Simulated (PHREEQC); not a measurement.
0.076 g of hydrous ferric oxide (600 m²/g; 0.2 weak and 0.005 strong sites per Fe, Dzombak-Morel constants, diffuse double layer) in 1 kg of water with 0.1 mol/kgw of an inert sodium salt and 2.5e-06 mol CuSO4, at 25 °C; the pH is set by adding NaOH or the inert anion's acid. O2 is buffered at 0.21 atm. No CO2 enters from the air. Precipitation was switched off in this run.

Base run: PHREEQC, ion-association model, wateq4f.dat. Each further column changes one thing. The table gives S sorbed (%).

```
pH    base  no electrostatic term (-no_edl)  background salt from 0.1 to 0.01 mol/kgw  oxide from 0.076 to 0.38 g/kgw  0.00048 mol/kgw Na2SO4 added
----  ----  -------------------------------  ----------------------------------------  ------------------------------  ----------------------------
3     95.4                              0.0                                     100.0                            99.1                          12.6
3.75  94.6                              0.0                                      99.9                            99.0                          12.5
4.5   89.8                              0.0                                      99.6                            98.0                          11.8
5.25  70.1                              0.0                                      96.9                            92.6                           9.4
6     27.8                              0.0                                      73.8                            65.6                           5.5
6.75   3.9                              0.0                                      15.6                            16.3                           1.9
7.5    0.3                              0.0                                       0.9                             1.4                           0.3
8.25   0.0                              0.0                                       0.0                             0.1                           0.0
9      0.0                              0.0                                       0.0                             0.0                           0.0
```

The database's constant for dissolved Cu(OH)2 is higher than later reviews accept. The oxide is taken as insoluble; below pH 4 it would dissolve.
